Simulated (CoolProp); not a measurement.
Acetone at several states: fugacity coefficient from the reference equation and from simpler models built on Tc = 508.1 K, pc = 4.692 MPa, ω = 0.307; each cubic takes its own stable root.

Model: reference Helmholtz-energy equation of state, Lemmon 2006, in CoolProp. It is a short technical equation, of lower accuracy than the large ones.

| T (K) | p (MPa) | phase | reference | van der Waals | Peng-Robinson |
|---|---|---|---|---|---|
| 531.6 | 0.825 | gas | 0.9418 | 0.9534 | ___ |
| 339.9 | 0.0387 | gas | 0.9839 | 0.9938 | 0.9898 |
| 380.5 | 0.232 | gas | 0.9417 | ___ | ___ |
| 382.7 | 0.548 | liquid | ___ | ___ | 0.7880 |
| 310.9 | 0.163 | liquid | 0.3085 | ___ | 0.3101 |

Fill in the missing entries.


- 531.6, Peng-Robinson: 0.9434
- 380.5, van der Waals: 0.9711
- 380.5, Peng-Robinson: 0.9556
- 382.7, reference: 0.7639
- 382.7, van der Waals: 0.9326
- 310.9, van der Waals: 0.9680

At some of these states van der Waals gives the other phase, because its saturation line lies elsewhere.
